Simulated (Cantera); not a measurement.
Cantera with NASA thermochemical tables; ideal gases at 1 bar, condensed phases pure. Values are per mole of reaction as written; species without (g) are pure solids or liquids, kept so even where they would boil at 1 bar.

2 H2O(g) + NbO2(g) → 2 H2O2(g) + Nb, with ΔH° = 411.0 kJ and ΔS° = -145.1 J/K at 300 K.

Task: How far is the shortcut ΔG° ≈ ΔH°(300 K) − T·ΔS°(300 K) from the full temperature-dependent value at 673, 698, 723, 748, 773, 798, 823, 848 K?

Result: 
```tsv
T (K)	shortcut (kJ)	full (kJ)	difference (kJ)	difference in log10 K
673	508.7	508.3	0.4	-0.03
698	512.3	511.8	0.5	-0.04
723	515.9	515.3	0.6	-0.04
748	519.5	518.9	0.7	-0.05
773	523.2	522.4	0.8	-0.05
798	526.8	525.9	0.9	-0.06
823	530.4	529.4	1.0	-0.07
848	534.0	532.9	1.2	-0.07
```
The shortcut ignores the heat-capacity change of the reaction.
